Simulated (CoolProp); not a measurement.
Vapour-liquid equilibrium of ethane (1) + hydrogen chloride (2) at 183.3 K; x and y are mole fractions of (1).

Computed with CoolProp (multi-fluid Helmholtz-energy mixture model, Bücker 2006 and Thol 2018; pair parameters Bell 2016).

```json
[
 {"x": "0.05", "bubble pressure (MPa)": "0.09741", "y at the bubble point": "0.248", "dew pressure at overall composition x (MPa)": "0.07978", "liquid density (mol/L)": "31.57"},
 {"x": "0.15", "bubble pressure (MPa)": "0.1186", "y at the bubble point": "0.420", "dew pressure at overall composition x (MPa)": "0.08791", "liquid density (mol/L)": "29.30"},
 {"x": "0.25", "bubble pressure (MPa)": "0.1264", "y at the bubble point": "0.479", "dew pressure at overall composition x (MPa)": "0.09766", "liquid density (mol/L)": "27.31"},
 {"x": "0.35", "bubble pressure (MPa)": "0.1292", "y at the bubble point": "0.506", "dew pressure at overall composition x (MPa)": "0.1093", "liquid density (mol/L)": "25.55"},
 {"x": "0.45", "bubble pressure (MPa)": "0.1303", "y at the bubble point": "0.524", "dew pressure at overall composition x (MPa)": "0.1226", "liquid density (mol/L)": "24.00"},
 {"x": "0.55", "bubble pressure (MPa)": "0.1306", "y at the bubble point": "0.542", "dew pressure at overall composition x (MPa)": "0.1305", "liquid density (mol/L)": "22.64"},
 {"x": "0.65", "bubble pressure (MPa)": "0.1299", "y at the bubble point": "0.569", "dew pressure at overall composition x (MPa)": "0.1241", "liquid density (mol/L)": "21.43"},
 {"x": "0.75", "bubble pressure (MPa)": "0.1270", "y at the bubble point": "0.615", "dew pressure at overall composition x (MPa)": "0.1151", "liquid density (mol/L)": "20.35"},
 {"x": "0.85", "bubble pressure (MPa)": "0.1201", "y at the bubble point": "0.696", "dew pressure at overall composition x (MPa)": "0.1063", "liquid density (mol/L)": "19.39"},
 {"x": "0.95", "bubble pressure (MPa)": "0.1058", "y at the bubble point": "0.855", "dew pressure at overall composition x (MPa)": "0.09824", "liquid density (mol/L)": "18.54"}
]
```

y crosses x between x = 0.45 and 0.55: the model has an azeotrope there.

The pair parameters rest on a limited set of measurements; away from them the model extrapolates. With so large a gap from Raoult's law the liquid may split in two, which this calculation doesn't test in full.
